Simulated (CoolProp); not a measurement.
Saturation properties of n-dodecane.

The numbers come from the reference Helmholtz-energy equation of state, Lemmon 2004 in CoolProp. It is a short technical equation, of lower accuracy than the large ones.

| T (°C) | p (MPa) | surface tension (mN/m) | vapour viscosity (µPa s) |
|---|---|---|---|
| 227.75 | ___ | 9.03 | 7.59 |
| 231.65 | 0.1441 | 8.76 | 7.65 |
| 235.55 | ___ | 8.50 | ___ |
| 239.45 | ___ | 8.24 | 7.77 |
| 243.25 | 0.1848 | 7.99 | 7.83 |
| 247.15 | 0.2004 | 7.73 | 7.89 |
| 251.05 | 0.2169 | 7.47 | 7.95 |
| 254.95 | 0.2345 | ___ | 8.02 |
| 258.85 | ___ | 6.96 | 8.08 |
| 262.75 | 0.2730 | 6.71 | 8.14 |
| 266.55 | 0.2934 | ___ | 8.21 |
| 270.45 | 0.3156 | 6.21 | 8.27 |
| 274.35 | 0.3391 | 5.97 | 8.34 |
| 278.25 | 0.3639 | 5.72 | 8.40 |

Question: Fill in the missing entries.

Answer: 
- 227.75, p (MPa): 0.1321
- 235.55, p (MPa): 0.1569
- 235.55, vapour viscosity (µPa s): 7.71
- 239.45, p (MPa): 0.1706
- 254.95, surface tension (mN/m): 7.21
- 258.85, p (MPa): 0.2532
- 266.55, surface tension (mN/m): 6.46

It boils at 216.3 °C under 1 atm.

Viscosity comes from a separate model (Huber 2004). Surface tension comes from a separate correlation (Mulero 2012).
